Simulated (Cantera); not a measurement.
An adiabatic, constant-volume homogeneous reactor starts with H2 : O2 : N2 : NO = 1 : 0.806 : 3.03 : 0.0055 (molar parts), at 1750 K and 0.490 bar.

Detailed kinetics in Cantera: GRI-Mech 3.0 (53 species, 325 reactions).

One state of this run: T (K) = 2161; P (bar) = 0.591; x H2 = 0.0316; x O2 = 0.0679; x NO = 0.00120; x H2O2 = 2.45e-7; x O = 0.0366; x OH = 0.0307. x: mole fraction; the columns are a selection and need not sum to one.

### Question
Which value of t (s) does it belong to?
A. 5.27e-5
B. 1.26e-5
C. 0.0680
D. 0.285

### Answer
A, 5.27e-5
